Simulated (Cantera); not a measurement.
Mixture: H2 : O2 : N2 : NO = 1 : 0.227 : 0.855 : 0.0021 (molar parts), at 25500 Torr, adiabatic and at constant volume. Ignition delay is the time to a rise of 400 K.

Cantera simulation using GRI-Mech 3.0 (53 species, 325 reactions); the numbers are that mechanism's predictions, not measurements. The hydrogen kinetics of GRI-Mech 3.0 are dated; newer H2 mechanisms differ, most at raised pressure. The pressure lies above the range GRI-Mech 3.0 was tuned for (to about 10 atm). The mechanism lacks 2 NO + O2 → 2 NO2 and HONO, so NO2 and the effect of NO are under-described below about 1400 K.

Question: Predict: delay at 1223 K; delay at 1298 K; delay at 1373 K; delay at 1448 K; delay at 1523 K; delay at 1598 K; apparent activation energy between 1448 and 1598 K.

Answer: 
| Property | Result |
|---|---|
| delay at 1223 K | 28.9 µs |
| delay at 1298 K | 10.5 µs |
| delay at 1373 K | 3.69 µs |
| delay at 1448 K | 1.38 µs |
| delay at 1523 K | 0.669 µs |
| delay at 1598 K | 0.417 µs |
| apparent activation energy between 1448 and 1598 K | 150 kJ/mol |
